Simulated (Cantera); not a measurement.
Charge: 1 mol HMDSO, 0.053 mol O3, 3 mol N2, at 0.00240 bar.

Method: chemical equilibrium by Gibbs-energy minimisation in Cantera with the NASA 1993 tables (ideal gas, pure condensed phases). Candidate condensed phases: C, C6H6, C7H8, C8H18, H2O, Si, SiC, SiO2, Si2N2O, Si3N4; 151 gas species. The feed counts by its element totals alone. N2 is the only nitrogen source here; it is nearly inert below about 1500 K, so the nitride shown seldom forms there in practice. Mutual solubility and eutectic melting of coexisting phases are not modelled. The numbers say what is thermodynamically allowed, not how fast it happens.

x: gas mole fraction; n: condensed amount in mol.

| T (K) | x H2 | x N2 | x CO | x H | x HCN | x SiO | x CH4 | n C(graphite) | n Si2N2O(s) | n SiC(s) |
|---|---|---|---|---|---|---|---|---|---|---|
| 1048 | 0.806 | 0.179 | 0.0142 | 1.42e-7 | 4.11e-6 | 2.08e-10 | (withheld) | 5.84 | 1.00 | 0 |
| 1098 | 0.806 | 0.179 | 0.0142 | 4.53e-7 | 8.23e-6 | 1.87e-9 | (withheld) | 5.84 | 1.00 | 0 |
| 1148 | 0.806 | 0.179 | 0.0142 | 1.31e-6 | 1.55e-5 | 1.38e-8 | (withheld) | 5.84 | 1.00 | 0 |
| 1198 | 0.806 | 0.179 | 0.0142 | 3.48e-6 | 2.77e-5 | 8.62e-8 | (withheld) | 5.84 | 1.00 | 0 |
| 1248 | 0.806 | 0.179 | 0.0142 | 8.56e-6 | 4.72e-5 | 4.63e-7 | (withheld) | 5.84 | 1.000 | 0 |
| 1298 | 0.806 | 0.179 | 0.0142 | 1.96e-5 | 7.72e-5 | 2.18e-6 | (withheld) | 5.84 | 1.000 | 0 |
| 1348 | 0.806 | 0.179 | 0.0142 | 4.24e-5 | 0.000122 | 9.14e-6 | (withheld) | 5.84 | 1.000 | 0 |
| 1398 | 0.750 | 0.202 | 0.0483 | 8.36e-5 | 0.000190 | 5.98e-5 | (withheld) | 4.58 | 0.579 | 0.842 |
| 1448 | 0.684 | 0.228 | 0.0879 | 0.000156 | 0.000285 | 0.000138 | (withheld) | 2.84 | 0 | 2.00 |
| 1498 | 0.683 | 0.228 | 0.0879 | 0.000290 | 0.000411 | 0.000171 | (withheld) | 2.84 | 0 | 2.00 |
| 1548 | 0.683 | 0.228 | 0.0878 | 0.000520 | 0.000579 | 0.000209 | (withheld) | 2.84 | 0 | 2.00 |
| 1598 | 0.683 | 0.227 | 0.0878 | 0.000898 | 0.000797 | 0.000253 | (withheld) | 2.84 | 0 | 2.00 |
| 1648 | 0.682 | 0.227 | 0.0877 | 0.00150 | 0.00108 | 0.000302 | (withheld) | 2.83 | 0 | 2.00 |
| 1698 | 0.681 | 0.227 | 0.0876 | 0.00244 | 0.00142 | 0.000356 | (withheld) | 2.83 | 0 | 2.00 |

**Question.** Some entries are withheld; supply them.

**Answer.** 
- 1048, x CH4: 9.11e-5
- 1098, x CH4: 5.70e-5
- 1148, x CH4: 3.71e-5
- 1198, x CH4: 2.50e-5
- 1248, x CH4: 1.74e-5
- 1298, x CH4: 1.24e-5
- 1348, x CH4: 9.11e-6
- 1398, x CH4: 5.89e-6
- 1448, x CH4: 3.74e-6
- 1498, x CH4: 2.91e-6
- 1548, x CH4: 2.30e-6
- 1598, x CH4: 1.84e-6
- 1648, x CH4: 1.50e-6
- 1698, x CH4: 1.23e-6
